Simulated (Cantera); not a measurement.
A Cantera script and what it prints.

```python
import numpy as np
import cantera as ct

gas_names = """
    Electron F F+ F- FO FO2 F2 F2O H H+ H- HF HOF HO2 H2 H2+ H2- H2F2 H2O H2O+ H2O2 H3F3 H3O+ H4F4 H5F5
    H6F6 H7F7 O O+ O- OH OH+ OH- O2 O2+ O2- O3
""".split()
cond_names = """
    H2O(s) H2O(L)
""".split()


# ... load() reads the species with a 1 bar reference pressure and builds the phases ...
atoms = {
    'HF': {'H': 1, 'F': 1},
    'O2': {'O': 2},
}
top_T = {}  # K; cautious upper limits of use, not melting points


# ... equilibrate(T, P, feed) seeds the gas with the atoms and calls Mixture.equilibrate('TP', solver="vcs", rtol=1e-11, max_steps=5000) ...
results = []
feed = {'HF': 1, 'O2': 0.54}  # mol
P = 101325  # Pa
for T in [2500, 3000, 3500, 4000, 4500, 5000]:
    mix = equilibrate(T, P, feed)
    results.append((T, P, feed, dict(zip(mix.species_names, mix.species_moles))))
    x = sorted(zip(gas.X, gas.species_names), reverse=True)
    print(f"T = {T:g} K  P = {P:g} Pa  gas = {mix.phase_moles(0):.4g} mol")
    print("   x: " + "  ".join(f"{s} {v:.3e}" for v, s in x if v > 0.0001))
    print("   condensed (mol): " + ("  ".join(f"{mix.phase(i).name} {mix.phase_moles(i):.4g}"
          for i in range(1, mix.n_phases) if mix.phase_moles(i) > 1e-12) or "none"))
```

It prints:

```
T = 2500 K  P = 101325 Pa  gas = 1.55 mol
   x: HF 6.380e-01  O2 3.418e-01  O 8.416e-03  F 7.030e-03  OH 2.426e-03  H2O 2.220e-03  H 1.183e-04
   condensed (mol): none
T = 3000 K  P = 101325 Pa  gas = 1.61 mol
   x: HF 5.933e-01  O2 2.956e-01  O 6.115e-02  F 2.779e-02  OH 1.319e-02  H2O 5.247e-03  H 3.251e-03  H2 4.297e-04
   condensed (mol): none
T = 3500 K  P = 101325 Pa  gas = 1.817 mol
   x: HF 4.750e-01  O 2.058e-01  O2 1.765e-01  F 7.532e-02  OH 3.002e-02  H 2.925e-02  H2O 5.541e-03  H2 2.487e-03
   condensed (mol): none
T = 4000 K  P = 101325 Pa  gas = 2.223 mol
   x: O 3.461e-01  HF 2.934e-01  F 1.565e-01  H 1.139e-01  O2 5.480e-02  OH 2.797e-02  H2 5.170e-03  H2O 2.173e-03
   condensed (mol): none
T = 4500 K  P = 101325 Pa  gas = 2.668 mol
   x: O 3.692e-01  F 2.495e-01  H 2.271e-01  HF 1.253e-01  OH 1.299e-02  O2 1.116e-02  H2 4.371e-03  H2O 3.567e-04
   condensed (mol): none
T = 5000 K  P = 101325 Pa  gas = 2.937 mol
   x: O 3.576e-01  F 3.015e-01  H 2.925e-01  HF 3.894e-02  OH 4.772e-03  O2 2.641e-03  H2 2.095e-03
   condensed (mol): none
```

These are equilibrium values from Cantera (NASA tables, ideal gas, pure condensed phases), not measurements of a reactor.
